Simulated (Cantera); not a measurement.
Cantera run:

```python
import numpy as np
import cantera as ct

gas_names = """
    H HNO HNO2 HNO3 HO2 H2 H2O H2O2 N NH NH2 NH3 NH2OH NO NO2 NO3 N2 N2H2 N2H4 N2O O OH O2 O3 Si SiH
    SiH2 SiH3 SiH4 SiN SiO SiO2 Si2 Si2N Si3
""".split()
cond_names = """
    H2O(s) H2O(L) Si(cr) Si(L) SiO2(Lqz) SiO2(hqz) SiO2(L) Si2N2O(s) Si3N4(a)
""".split()


# ... load() reads the species with a 1 bar reference pressure and builds the phases ...
atoms = {
    'Si3N4': {'Si': 3, 'N': 4},
    'N2O': {'N': 2, 'O': 1},
    'H2': {'H': 2},
}
top_T = {'Si2N2O(s)': 2100, 'Si3N4(a)': 2400}  # K; cautious upper limits of use, not melting points


# ... equilibrate(T, P, feed) seeds the gas with the atoms and calls Mixture.equilibrate('TP', solver="gibbs", rtol=1e-10, max_steps=50000) ...
results = []
T = 1573  # K
P = 200  # Pa
for m in [2, 3.2, 5.1, 8.2, 13, 21, 33, 53, 85, 140, 220, 350]:
    feed = {'Si3N4': 1, 'N2O': 0.064, 'H2': m}  # mol
    mix = equilibrate(T, P, feed)
    results.append((T, P, feed, dict(zip(mix.species_names, mix.species_moles))))

top = {s: max(r[3][s] / sum(r[3][g] for g in gas_names) for r in results) for s in gas_names}
cols = sorted((s for s in top if top[s] > 1e-05), key=lambda s: -top[s])[:9]
seen = [c for c in cond_names if any(r[3].get(c, 0) > 1e-12 for r in results)]
print("log10 of partial pressures in bar; condensed amounts in mol")
print(f"{'n(H2)':>10s}" + "".join(f"{s[:9]:>10s}" for s in cols + seen))
for T, P, feed, n in results:
    ng = sum(n[g] for g in gas_names)
    print(f"{feed['H2']:10.4g}" + "".join(f"{np.log10(max(n[s] / ng * P / 1e5, 1e-99)):10.3f}" for s in cols)
          + "".join(f"{n.get(c, 0):10.4g}" for c in seen))
```

Result:

```
log10 of partial pressures in bar; condensed amounts in mol
     n(H2)        H2        N2       SiO         H        Si    Si(cr) Si2N2O(s)  Si3N4(a)
         2    -2.743    -3.730    -5.329    -5.762    -7.260    0.1783   0.05881    0.8996
       3.2    -2.743    -3.730    -5.329    -5.762    -7.260    0.3621    0.0557    0.8393
       5.1    -2.743    -3.730    -5.329    -5.762    -7.260    0.6532   0.05077     0.744
       8.2    -2.743    -3.730    -5.329    -5.762    -7.260     1.128   0.04273    0.5883
        13    -2.743    -3.730    -5.329    -5.762    -7.260     1.863   0.03028    0.3473
        21    -2.741    -3.750    -5.309    -5.761    -7.260     2.928  0.007221         0
        33    -2.727    -3.930    -5.439    -5.754    -7.260     2.935         0         0
        53    -2.716    -4.126    -5.634    -5.749    -7.260     2.934         0         0
        85    -2.710    -4.325    -5.833    -5.746    -7.260     2.933         0         0
       140    -2.706    -4.537    -6.046    -5.744    -7.260     2.931         0         0
       220    -2.704    -4.731    -6.240    -5.743    -7.260     2.928         0         0
       350    -2.702    -4.931    -6.440    -5.742    -7.260     2.924         0         0
```

Method: chemical equilibrium by Gibbs-energy minimisation in Cantera with the NASA 1993 tables (ideal gas, pure condensed phases). Mutual solubility and eutectic melting of coexisting phases are not modelled.
